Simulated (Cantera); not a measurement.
An isothermal, constant-pressure homogeneous reactor starts with H₂ : O₂ = 0.067 : 1 (molar parts), equivalence ratio 0.034, at 1250 K and 0.975 Torr.

Model: GRI-Mech 3.0 (53 species, 325 reactions), integrated in Cantera. Radical loss at walls, strong at low pressure, is not modelled. The temperature is held fixed by assumption; the heat of reaction is taken as removed at once.

Q: Predict: x(H₂) at 3.00 s; x(O₂) at 3.00 s; x(H₂O₂) at 3.00 s; x(H₂O) at 3.00 s; x(HO₂) at 3.00 s; x(O) at 3.00 s.

A: 
- x(H₂) at 3.00 s = 0.000679 (gas-phase equilibrium 6.45e-8)
- x(O₂) at 3.00 s = 0.912 (gas-phase equilibrium 0.935)
- x(H₂O₂) at 3.00 s = 1.02e-8 (gas-phase equilibrium 8.32e-11)
- x(H₂O) at 3.00 s = 0.0594 (gas-phase equilibrium 0.0648)
- x(HO₂) at 3.00 s = 3.03e-7 (gas-phase equilibrium 1.07e-8)
- x(O) at 3.00 s = 0.0208 (gas-phase equilibrium 1.87e-6)
